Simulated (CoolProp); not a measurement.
R245ca along the isotherm 450 K: fugacity coefficient from the reference equation and from simpler models built on Tc = 447.6 K, pc = 3941 kPa, ω = 0.355; each cubic takes its own stable root.

Values from CoolProp's reference Helmholtz-energy equation of state, Zhou 2016.

```tsv
p (kPa)	phase	reference
769	gas	0.9336
1540	gas	0.8688
2310	gas	0.8051
3080	gas	0.7411
3850	gas	0.6738
4620	supercritical	0.5916
5380	supercritical	0.5255
6150	supercritical	0.4747
6920	supercritical	0.4352
7690	supercritical	0.4036
8460	supercritical	0.3779
9230	supercritical	0.3566
10000	supercritical	0.3387
```

Q: How far does each simpler model (van der Waals, Redlich-Kwong) lie from the reference over these 13 states: mean and median of the absolute difference, and the worst?

A: 
- van der Waals: mean 8.4 %, median 8.1 %, worst +16.6 % at 450 K and 10000 kPa
- Redlich-Kwong: mean 2.6 %, median 2.5 %, worst +5.6 % at 450 K and 10000 kPa
